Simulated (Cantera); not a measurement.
Input: 1 mol Ti, a varied amount of C₃H₈, 200 mol H₂, at 26.0 Pa.

Equilibrium computed with Cantera from the NASA thermochemical tables; the gas is ideal and each condensed phase is pure. Candidate condensed phases: C, C₆H₆, C₇H₈, C₈H₁₈, Ti, TiC; 77 gas species. Mutual solubility and eutectic melting of coexisting phases are not modelled. TiC: taken at fixed stoichiometry. Condensed phases not in the tables: N, O or C dissolved in the metal. Kinetics and transport are ignored.

Stable condensed phases, one row left out:

```
T in K \ n(C₃H₈) in mol
         0.072   0.1  0.14  0.19  0.27  0.38  0.53
   2123      A     A     A     A     A     A     A
   2073      A     A     A     A     A     A     B
   2023      A     A     A     A     A     A     B
   1973      A     A     A     A     A     A     B
   1923      A     A     A     A     A     A     B
   1823      C     C     C     A     A     B     B
   1773      C     C     C     C     A     B     B
   1723      C     C     C     C     C     B     B
   1673      C     C     C     C     C     B     B
   1623      C     C     C     C     C     B     B
```

A: TiC; B: C + TiC; C: Ti + TiC.

Q: Give the row for 1873 K.

A: 0.072: TiC; 0.1: TiC; 0.14: TiC; 0.19: TiC; 0.27: TiC; 0.38: C + TiC; 0.53: C + TiC.
